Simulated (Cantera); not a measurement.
What does this Cantera script print?

```python
import numpy as np
import cantera as ct

gas_names = """
    N B2O3 O2
""".split()
cond_names = """
    BN(s)
""".split()


def load(file, names, dense=False):
    # The tables refer to 1 bar. Condensed volumes are neglected.
    table = {s.name: s for s in ct.Species.list_from_file(file)}
    out = []
    for n in names:
        d = dict(table[n].input_data)
        d["thermo"] = dict(d["thermo"], **{"reference-pressure": 1e5})
        if dense:
            d["equation-of-state"] = {"model": "constant-volume", "density": "1e6 g/cm^3"}
        out.append(ct.Species.from_dict(d))
    return out


species = {s.name: s for s in load("nasa_gas.yaml", gas_names) + load("nasa_condensed.yaml", cond_names)}
# Each term lists the table entries of one substance; the one whose range holds T is used.
reactions = {
    '4 N(g) + 2 B2O3(g) = 3 O2(g) + 4 BN':
        [(-4, ['N']), (-2, ['B2O3']), (3, ['O2']), (4, ['BN(s)'])],
}


def pick(names, T):
    return next(species[n] for n in names if species[n].thermo.min_temp <= T <= species[n].thermo.max_temp)


results = []
for label, terms in reactions.items():
    print(label)
    print("     T/K   dH/kJ  dS/(J/K)   dG/kJ   log10 K")
    for T in [300, 2548, 2573, 2598, 2623, 2648, 2673]:
        used = [(nu, pick(names, T)) for nu, names in terms]
        dH = sum(nu * s.thermo.h(T) for nu, s in used) / 1e6
        dS = sum(nu * s.thermo.s(T) for nu, s in used) / 1e3
        dG = dH - T * dS / 1e3
        logK = -dG * 1e6 / (ct.gas_constant * T * np.log(10))
        results.append((label, T, dH, dS, dG, logK, [s.name for _, s in used]))
        print(f"{T:8g} {dH:8.1f} {dS:8.1f} {dG:8.1f} {logK:8.2f}")
```

It prints:

```
4 N(g) + 2 B2O3(g) = 3 O2(g) + 4 BN
     T/K   dH/kJ  dS/(J/K)   dG/kJ   log10 K
     300  -1222.5   -506.5  -1070.6   186.40
    2548  -1206.4   -516.6    110.0    -2.25
    2573  -1205.9   -516.4    122.9    -2.49
    2598  -1205.4   -516.2    135.8    -2.73
    2623  -1204.9   -516.0    148.7    -2.96
    2648  -1204.4   -515.8    161.6    -3.19
    2673  -1203.9   -515.7    174.5    -3.41
```

Standard-state values (1 bar) from the NASA 1993 polynomials, evaluated with Cantera. Condensed species are held in their standard states even where they would react or evaporate.
